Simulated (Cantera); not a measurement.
Input: 1 mol c-C4F8, 1.3 mol HCl, 14 mol H2, equilibrated at 0.00270 bar.

Equilibrium computed with Cantera from the NASA thermochemical tables; the gas is ideal and each condensed phase is pure. Candidate condensed phases: C, C6H6, C7H8, C8H18; 118 gas species. The feed counts by its element totals alone. The numbers say what is thermodynamically allowed, not how fast it happens.

x: gas mole fraction; n: condensed amount in mol.

```
T (K)   x H2       x H   x HF   x HCl      x Cl      x C3  x C2H2 (acetylene)  n C(graphite)
-----  -----  --------  -----  ------  --------  --------  ------------------  -------------
1075   0.518   2.03e-7  0.415  0.0674   2.39e-8    <1e-12                   ?           4.00
1225   0.518   4.32e-6  0.415  0.0674   4.83e-7    <1e-12                   ?           4.00
1375   0.518   4.75e-5  0.414  0.0674   5.11e-6    <1e-12                   ?           4.00
1525   0.518  0.000328  0.414  0.0673   3.42e-5    <1e-12                   ?           4.00
1675   0.517   0.00161  0.414  0.0671  0.000163    <1e-12                   ?           4.00
1825   0.514   0.00607  0.413  0.0665  0.000600  9.01e-11                   ?           4.00
1975   0.504    0.0187  0.410  0.0649   0.00180   5.50e-9                   ?           3.99
2125   0.482    0.0485  0.403  0.0611   0.00451   1.85e-7                   ?           3.97
2275   0.437     0.108  0.390  0.0538   0.00960   3.88e-6                   ?           3.93
2425   0.362     0.207  0.367  0.0425    0.0173   5.52e-5                   ?           3.87
2575   0.261     0.341  0.337  0.0287    0.0262  0.000571             0.00384           3.75
2725   0.157     0.476  0.302  0.0160    0.0336   0.00453             0.00405           3.29
```

Fill in the missing entries.


- 1075, x C2H2 (acetylene): 3.90e-9
- 1225, x C2H2 (acetylene): 8.41e-8
- 1375, x C2H2 (acetylene): 9.21e-7
- 1525, x C2H2 (acetylene): 6.26e-6
- 1675, x C2H2 (acetylene): 3.00e-5
- 1825, x C2H2 (acetylene): 0.000110
- 1975, x C2H2 (acetylene): 0.000327
- 2125, x C2H2 (acetylene): 0.000807
- 2275, x C2H2 (acetylene): 0.00166
- 2425, x C2H2 (acetylene): 0.00283
